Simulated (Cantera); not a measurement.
Stirred combustor or abatement burner

A perfectly stirred reactor is fed with C₃H₈ : O₂ : N₂ = 1 : 6.67 : 25.1 (molar parts), equivalence ratio 0.75, at 1.00 bar; it is adiabatic with a 448 K inlet, and is followed from long to short residence time, starting on the burning branch (τ in s: 0.19, 0.088, 0.042, 0.02, 0.0095, 0.0045, 0.0022, 0.001, 0.00049, 0.00023, 0.00011, 5.3e-05).

Model: GRI-Mech 3.0 (53 species, 325 reactions), integrated in Cantera. GRI-Mech 3.0 was tuned for natural gas; its chemistry of propane as a main component is partial and can be far from experiment.

```
τ (s)    T (K)    x C₃H₈    x O₂    x C₂H₆    x C₂H     x CO
-------  -----  --------  ------  --------  -------  -------
0.19      2064   1.68e-7  0.0491  4.70e-10  2.54e-9  0.00136
0.088     2059   3.35e-7  0.0494  8.87e-10  4.59e-9  0.00177
0.042     2050   6.26e-7  0.0497   1.55e-9  7.53e-9  0.00246
0.020     2035   1.13e-6  0.0501   2.62e-9  1.16e-8  0.00354
0.0095    2014   1.99e-6  0.0507   4.38e-9  1.70e-8  0.00510
0.0045    1985   3.45e-6  0.0516   7.53e-9  2.39e-8  0.00719
0.0022    1949   5.86e-6  0.0528   1.33e-8  3.20e-8  0.00972
0.0010    1901   1.08e-5  0.0545   2.73e-8  4.33e-8   0.0132
0.00049   1848   1.97e-5  0.0567   5.82e-8  5.74e-8   0.0171
0.00023   1782   4.12e-5  0.0605   1.50e-7  8.04e-8   0.0231
0.00011   1690  0.000109  0.0678   5.21e-7  1.22e-7   0.0333
5.3e-5     448    0.0305   0.204    <1e-12   <1e-12   <1e-12
```
x: mole fraction; the columns are a selection and need not sum to one.
